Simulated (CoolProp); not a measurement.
A Linde-Hampson liquefier for CF4 (R14): isothermal reversible compression at 300 K from 1 atm to 15 MPa, throttling to 1 atm, return gas leaving the recuperator 10 K below the feed. Each further row changes one setting.

Computed with CoolProp (reference Helmholtz-energy equation of state, Platzer 1990). This equation is an older, rougher fit; its heat capacities, sound speeds and derivatives of the liquid may be far off and weren't checked against measurements.

| case | liquid yield per pass | compression work (kJ/kg of gas) |
|---|---|---|
| as stated | [?] | 129 |
| high pressure 30 MPa | [?] | [?] |
| warm-end temperature 330 K | 0.152 | 146 |
| warm-end gap 15 K | 0.209 | 129 |

Problem. What belongs in the gaps?

Solution. 
- as stated, liquid yield per pass: 0.222
- high pressure 30 MPa, liquid yield per pass: 0.271
- high pressure 30 MPa, compression work (kJ/kg of gas): 145
